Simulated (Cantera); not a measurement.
Cantera run:

```python
import numpy as np
import cantera as ct

gas_names = """
    TiCL4 H HCL
""".split()
cond_names = """
    TiCL3(s)
""".split()


# ... load() reads the species with a 1 bar reference pressure and builds the phases ...
species = {s.name: s for s in load("nasa_gas.yaml", gas_names) + load("nasa_condensed.yaml", cond_names)}
# Each term lists the table entries of one substance; the one whose range holds T is used.
reactions = {
    'TiCl4(g) + H(g) = HCl(g) + TiCl3':
        [(-1, ['TiCL4']), (-1, ['H']), (1, ['HCL']), (1, ['TiCL3(s)'])],
}


def pick(names, T):
    return next(species[n] for n in names if species[n].thermo.min_temp <= T <= species[n].thermo.max_temp)


results = []
for label, terms in reactions.items():
    print(label)
    print("     T/K   dH/kJ  dS/(J/K)   dG/kJ   log10 K")
    for T in [350, 500, 650, 800, 950]:
        used = [(nu, pick(names, T)) for nu, names in terms]
        dH = sum(nu * s.thermo.h(T) for nu, s in used) / 1e6
        dS = sum(nu * s.thermo.s(T) for nu, s in used) / 1e3
        dG = dH - T * dS / 1e3
        logK = -dG * 1e6 / (ct.gas_constant * T * np.log(10))
        results.append((label, T, dH, dS, dG, logK, [s.name for _, s in used]))
        print(f"{T:8g} {dH:8.1f} {dS:8.1f} {dG:8.1f} {logK:8.2f}")
```

It prints:

```
TiCl4(g) + H(g) = HCl(g) + TiCl3
     T/K   dH/kJ  dS/(J/K)   dG/kJ   log10 K
     350   -268.4   -141.5   -218.9    32.67
     500   -267.4   -139.1   -197.9    20.67
     650   -266.5   -137.5   -177.1    14.23
     800   -265.4   -135.9   -156.6    10.23
     950   -264.0   -134.4   -136.3     7.50
```

Cantera with NASA thermochemical tables; ideal gases at 1 bar, condensed phases pure. Condensed species are held in their standard states even where they would react or evaporate.
